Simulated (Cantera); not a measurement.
A perfectly stirred reactor is fed with 35.7 % CH4, 64.3 % H2, at 18.8 Torr; it is held at 1900 K, and followed from long to short residence time.

Detailed kinetics in Cantera: GRI-Mech 3.0 (53 species, 325 reactions). GRI-Mech 3.0 stops at C3 and has no aromatics, soot or wall deposition, so with more carbon than oxygen in the feed, carbon stays in small species such as C2H2 where larger ones or solid carbon would form. Radical loss at walls, strong at low pressure, is not modelled.

One state of this run: x CH4 = 0.0999; x H2 = 0.800; x C2H6 = 4.04e-5; x CH3 = 0.00526; x C2H2 = 0.0909; x CH2 = 9.28e-6; x C2H4 = 0.00152. x: mole fraction; the columns are a selection and need not sum to one.

### Question
Which value of τ (s) does it belong to?
A. 0.010
B. 0.12
C. 0.034
D. 1.3

### Answer
C, 0.034
